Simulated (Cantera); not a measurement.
# Hydrocarbon pyrolysis for carbon deposition

An isothermal, constant-pressure homogeneous reactor starts with CH4 : N2 = 1 : 34 (molar parts), at 1975 K and 10.00 Torr.

Model: GRI-Mech 3.0 (53 species, 325 reactions), integrated in Cantera. GRI-Mech 3.0 stops at C3 and has no aromatics, soot or wall deposition, so with more carbon than oxygen in the feed, carbon stays in small species such as C2H2 where larger ones or solid carbon would form. Radical loss at walls, strong at low pressure, is not modelled.

```csv
t (s),x CH4,x C2H2,x C2H6,x CH3,x HCN
0.000500,0.0284,4.27e-9,2.97e-9,0.000134,3.13e-11
0.00126,0.0282,2.12e-7,2.61e-8,0.000345,3.57e-10
0.00316,0.0276,8.86e-6,1.81e-7,0.000853,5.33e-9
0.00793,0.0248,0.000316,9.28e-7,0.00186,1.36e-7
0.0199,0.0140,0.00489,1.27e-6,0.00201,3.48e-6
0.0501,0.00434,0.0112,2.28e-7,0.000814,1.99e-5
0.126,0.000924,0.0133,2.00e-8,0.000244,5.38e-5
0.316,0.000144,0.0137,9.23e-10,5.46e-5,0.000108
0.795,1.56e-5,0.0138,1.78e-11,7.92e-6,0.000162
2.00,3.78e-7,0.0138,<1e-12,2.63e-7,0.000180
5.02,6.61e-8,0.0138,<1e-12,6.50e-8,0.000181
12.6,3.11e-8,0.0138,<1e-12,3.60e-8,0.000182
31.7,3.03e-8,0.0138,<1e-12,3.55e-8,0.000184
79.6,3.08e-8,0.0138,<1e-12,3.62e-8,0.000190
200,3.22e-8,0.0138,<1e-12,3.77e-8,0.000206
```
x: mole fraction; the columns are a selection and need not sum to one.

Equilibrium at this temperature and pressure: CH4 7.29e-8, C2H2 0.00144, C2H6 <1e-12, CH3 8.55e-8, HCN 0.0248 (gas phase only).
